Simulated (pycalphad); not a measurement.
Computed with pycalphad from the COST 507 light-alloy database (1999), at 1 atm. The database dates from 1999; later assessments differ in places, in temperatures and in the compounds included. Amounts are mole fractions of atoms.

Q: Give the equilibrium state of Al-0.53Si-0.45Mg (at.%) at 457 °C.

A: 
```
T = 730.00 K, P = 101325 Pa, N = 1 mol of atoms
G = -26571 J/mol, H = 11889 J/mol, S = 52.69 J/(mol K)  (SER reference)
chemical potentials (J/mol): Al -26466, Si -19135, Mg -58510
phase             fraction      x(Al)      x(Si)      x(Mg)
FCC_A1              0.9978     0.9924     0.0046     0.0030
MG2SI               0.0022       none     0.3333     0.6667
```

Q: Give the equilibrium state of Al-0.53Si-0.45Mg (at.%) at 257 °C.

A: 
```
T = 530.00 K, P = 101325 Pa, N = 1 mol of atoms
G = -16970 J/mol, H = 5875 J/mol, S = 43.10 J/(mol K)  (SER reference)
chemical potentials (J/mol): Al -16851, Si -11539, Mg -49478
phase             fraction      x(Al)      x(Si)      x(Mg)
FCC_A1              0.9906     0.9996   0.000252   0.000198
MG2SI               0.0065       none     0.3333     0.6667
DIAMOND_A4          0.0029    5.7e-11     1.0000       none
```

Database names, with the compositions (at.%) that they take in these runs: MG2SI: Mg 67 Si 33. FCC_A1 is fcc; DIAMOND_A4 is diamond (Si). An entry "none" or "no" means that the model of the phase leaves that element out.
